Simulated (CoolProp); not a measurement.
Saturation properties of R1234yf (Tc = 367.8 K, pc = 3.384 MPa, ω = 0.276).

Model: reference Helmholtz-energy equation of state, Lemmon 2022, in CoolProp.

| T (K) | p (MPa) | liquid density (kg/m³) | enthalpy of vaporisation (kJ/kg) | liquid conductivity (mW/(m K)) |
|---|---|---|---|---|
| 288.5 | [?] | 1126 | 152.9 | 66.5 |
| 290.9 | 0.5541 | [?] | 151.1 | 65.8 |
| 293.2 | 0.5927 | [?] | 149.4 | 65.1 |
| 295.5 | 0.6333 | 1101 | 147.6 | 64.3 |
| 297.8 | 0.6760 | 1093 | 145.8 | 63.6 |
| 300.1 | 0.7208 | 1085 | 143.9 | [?] |
| 302.5 | 0.7699 | 1076 | 141.9 | 62.2 |
| 304.8 | 0.8193 | 1067 | 140.0 | [?] |
| 307.1 | 0.8709 | 1058 | 138.0 | 60.8 |
| 309.4 | 0.9250 | 1049 | 135.9 | 60.2 |
| 311.7 | 0.9815 | 1040 | 133.8 | 59.5 |
| 314.1 | 1.043 | 1030 | 131.5 | 58.8 |
| 316.4 | 1.105 | 1020 | 129.3 | [?] |
| 318.7 | 1.170 | 1010 | 127.0 | 57.4 |
| 321 | 1.237 | [?] | 124.6 | 56.8 |

Question: Complete the blanks.

Answer: 
- 288.5, p (MPa): 0.5158
- 290.9, liquid density (kg/m³): 1118
- 293.2, liquid density (kg/m³): 1109
- 300.1, liquid conductivity (mW/(m K)): 62.9
- 304.8, liquid conductivity (mW/(m K)): 61.5
- 316.4, liquid conductivity (mW/(m K)): 58.1
- 321, liquid density (kg/m³): 999.7

It boils at 243.7 K under 1 atm.

Thermal conductivity comes from a separate model (Perkins 2011).
